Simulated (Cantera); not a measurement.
## Abatement and gas-phase synthesis: HCl + H2O + O2

Charge: 1 mol HCl, 0.051 mol H2O, 4.1 mol O2, equilibrated at 1975 °C and 28.0 mbar.

These are equilibrium values from Cantera (NASA tables, ideal gas, pure condensed phases), not measurements of a reactor. Candidate condensed phases: H2O; 14 gas species. Kinetics and transport are ignored.

```
Property        Value
----------  ---------
x(O2)           0.725
x(Cl)           0.106
x(HCl)         0.0801
x(H2O)         0.0541
x(O)           0.0186
x(OH)          0.0148
x(H)          0.00106
x(H2)        0.000581
x(ClO)       0.000192
gas amount  5.368 mol
```
